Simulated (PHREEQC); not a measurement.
1.3 g of hydrous ferric oxide (600 m²/g; 0.2 weak and 0.005 strong sites per Fe, Dzombak-Morel constants, diffuse double layer) in 1 kg of water with 0.3 mol/kgw of an inert sodium salt and 6.1e-05 mol NiCl2, at 25 °C; the pH is set by adding NaOH or the inert anion's acid. Oxygen is held at 0.21 atm. CO2 from the air is kept out. Nothing may precipitate in this run.

The series has 13 steps of pH, from 3 to 11.

Equilibrium calculation in PHREEQC: ion-association model, wateq4f.dat.

### Question
Near which pH is half of the Ni sorbed, and on which side is more sorbed?

### Answer
Near pH 6.1, with more sorbed at higher pH.

The oxide is taken as insoluble; below pH 4 it would dissolve.
